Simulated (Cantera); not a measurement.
A counterflow diffusion flame at 68000 Pa, nozzles 20 mm apart: fuel side 100 % H2 at 375 K, oxidiser side 22.0 % O2, 78.0 % N2 at 675 K, fuel mass flux 0.37 times the oxidiser's; mixture-averaged transport, no radiation.

Cantera simulation using the H2/O2 subset of GRI-Mech 3.0, which has no nitrogen chemistry; the numbers are that mechanism's predictions, not measurements. The maximum strain rate includes the flame's own expansion and is several times the mean.

x: mole fraction; the columns are a selection and need not sum to one.

```tsv
oxidiser flux (kg/m²/s)	max strain (1/s)	mean strain (1/s)	T max (K)	peak x OH	peak x H	peak x H2O	peak x HO2
0.41	866	231	2422	0.0255	0.0277	0.272	?
0.54	1120	304	2375	0.0254	0.0302	0.270	?
0.71	1460	400	2324	0.0251	0.0330	0.267	?
0.93	1900	524	2272	0.0246	0.0359	0.265	?
1.2	2420	676	2218	0.0240	0.0386	0.263	?
1.6	3200	902	2155	0.0231	0.0417	0.261	9.31e-5
2.1	4170	1180	2106	0.0226	0.0453	0.259	?
2.8	5550	1580	2047	0.0218	0.0490	0.256	0.000110
3.7	7320	2090	1986	0.0206	0.0525	0.254	0.000118
```

### Question
Fill in the missing entries.

### Answer

- 0.41, peak x HO2: 5.18e-5
- 0.54, peak x HO2: 6.00e-5
- 0.71, peak x HO2: 6.86e-5
- 0.93, peak x HO2: 7.71e-5
- 1.2, peak x HO2: 8.46e-5
- 2.1, peak x HO2: 0.000101
